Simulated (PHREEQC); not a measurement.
## Acid mine or pickling water

A made-up water analysis in mg/kgw, 25 °C, pH 2.97, pe 12.6:

```json
[
 {"constituent": "Na", "mg/kgw": "470"},
 {"constituent": "K", "mg/kgw": "40.1"},
 {"constituent": "Ca", "mg/kgw": "453"},
 {"constituent": "Mg", "mg/kgw": "54.9"},
 {"constituent": "Cl", "mg/kgw": "613"},
 {"constituent": "S(6) as SO4", "mg/kgw": "1630"},
 {"constituent": "Zn", "mg/kgw": "0.37"},
 {"constituent": "B", "mg/kgw": "0.0619"},
 {"constituent": "Li", "mg/kgw": "0.348"},
 {"constituent": "Fe(3)", "mg/kgw": "3.17"},
 {"constituent": "Sr", "mg/kgw": "0.751"},
 {"constituent": "Al", "mg/kgw": "5.42"}
]
```

Valence states are taken as typed.

The numbers come from PHREEQC with the ion-association model, phreeqc.dat.

Each row changes one thing in this solution. No solid was allowed to form.

```json
[
 {"case": "as made", "ionic strength (mol/kgw)": "0.0630", "SO4-2 (mol/kgw)": "0.0116", "Ca+2 (mol/kgw)": "0.00812", "CaSO4 (mol/kgw)": "0.00316", "Mg+2 (mol/kgw)": "0.00148", "K+ (mol/kgw)": "0.000991", "SI of Gypsum (CaSO4:2H2O)": "-0.16", "SI of Jarosite-K (KFe3(SO4)2(OH)6)": "+0.62"},
 {"case": "temperature from 25 to 15 °C at the same typed pH", "ionic strength (mol/kgw)": "0.0640", "SO4-2 (mol/kgw)": "0.0119", "Ca+2 (mol/kgw)": "0.00820", "CaSO4 (mol/kgw)": "0.00308", "Mg+2 (mol/kgw)": "0.00159", "K+ (mol/kgw)": "0.000996", "SI of Gypsum (CaSO4:2H2O)": "-0.14", "SI of Jarosite-K (KFe3(SO4)2(OH)6)": "+0.19"},
 {"case": "K from 40.1 to 80.2 mg/kgw", "ionic strength (mol/kgw)": "0.0636", "SO4-2 (mol/kgw)": "0.0116", "Ca+2 (mol/kgw)": "0.00813", "CaSO4 (mol/kgw)": "0.00314", "Mg+2 (mol/kgw)": "0.00148", "K+ (mol/kgw)": "0.00198", "SI of Gypsum (CaSO4:2H2O)": "-0.17", "SI of Jarosite-K (KFe3(SO4)2(OH)6)": "+0.92"},
 {"case": "Fe(3) from 3.17 to 9.51 mg/kgw", "ionic strength (mol/kgw)": "0.0630", "SO4-2 (mol/kgw)": "0.0115", "Ca+2 (mol/kgw)": "0.00813", "CaSO4 (mol/kgw)": "0.00314", "Mg+2 (mol/kgw)": "0.00148", "K+ (mol/kgw)": "0.000992", "SI of Gypsum (CaSO4:2H2O)": "-0.17", "SI of Jarosite-K (KFe3(SO4)2(OH)6)": "+2.06"}
]
```

Some of these states are supersaturated (in Jarosite-K, Hematite (slow to form), for instance).
